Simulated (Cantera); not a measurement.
**Ignition delay**

Mixture: 40.3 % H2, 12.6 % O2, 47.1 % N2, equivalence ratio 1.6, at 19.7 atm, adiabatic and at constant volume. Ignition delay is the time to a rise of 400 K.

Model: GRI-Mech 3.0 (53 species, 325 reactions), integrated in Cantera. The hydrogen kinetics of GRI-Mech 3.0 are dated; newer H2 mechanisms differ, most at raised pressure. The pressure lies above the range GRI-Mech 3.0 was tuned for (to about 10 atm). Where the delays flatten at high temperature, the 400 K rule measures the pace of heat release, not the induction time.

| T0 (K) | delay (ms) |
|---|---|
| 1448 | 0.00124 |
| 1523 | 0.000776 |
| 1598 | 0.000557 |
| 1673 | 0.000429 |
| 1748 | 0.000347 |

```yaml
apparent activation energy between 1598 and 1748 K: 73 kJ/mol
```
